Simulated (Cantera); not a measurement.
A Cantera script and its output.

```python
import numpy as np
import cantera as ct

surf = ct.Interface("diamond.yaml", "diamond_100")
gas, bulk = surf.adjacent["gas"], surf.adjacent["diamond"]
k = surf.kinetics_species_index(bulk.species_names[0])
cover = ["c6HH", "c6H*", "c6*H", "c6**", "c6HM", "c6B"]

rows, drift = [], 0.0
print(f"{'T':>10s}{'um/h':>11s}" + "".join(f"{s:>11s}" for s in cover))
for v in [900, 975, 1050, 1125, 1200, 1275, 1350]:
    T, P, xH, xCH3 = v, 2200, 0.0023, 0.00036
    gas.TPX = T, P, {"H": xH, "CH3": xCH3, "CH4": 0.0021, "H2": 1 - xH - xCH3 - 0.0021}
    surf.TP = bulk.TP = T, P
    surf.coverages = "c6H*:0.1, c6HH:0.9"
    surf.advance_coverages(100.0)
    before = surf.coverages
    surf.advance_coverages(100.0)
    drift = max(drift, np.max(np.abs(surf.coverages - before) / (surf.coverages + 1e-9)))
    rate = surf.net_production_rates[k] * bulk.mean_molecular_weight / bulk.density * 3.6e9
    rows.append([rate, *surf[cover].coverages])
    print(f"{v:10.4g}{rate:11.4e}" + "".join(f"{x:11.3e}" for x in rows[-1][1:]))
```

It prints:

```
         T       um/h       c6HH       c6H*       c6*H       c6**       c6HM        c6B
       900 2.0860e+00  5.974e-01  9.002e-03  2.519e-01  3.602e-03  1.110e-01  5.660e-09
       975 2.9897e+00  5.588e-01  1.447e-02  3.183e-01  6.873e-03  7.590e-02  8.113e-09
      1050 2.9952e+00  5.244e-01  2.150e-02  3.848e-01  1.185e-02  3.953e-02  8.128e-09
      1125 1.7879e+00  4.886e-01  2.963e-02  4.435e-01  1.850e-02  1.209e-02  4.852e-09
      1200 1.0396e+00  4.470e-01  3.775e-02  4.832e-01  2.602e-02  2.675e-03  2.821e-09
      1275 9.2453e-01  4.092e-01  4.561e-02  5.084e-01  3.387e-02  5.715e-04  2.509e-09
      1350 8.5325e-01  3.790e-01  5.317e-02  5.242e-01  4.171e-02  1.238e-04  2.315e-09
```

Cantera simulation using the Harris–Goodwin 1993 mechanism for the reconstructed diamond (100) surface; the numbers are that mechanism's predictions, not measurements.
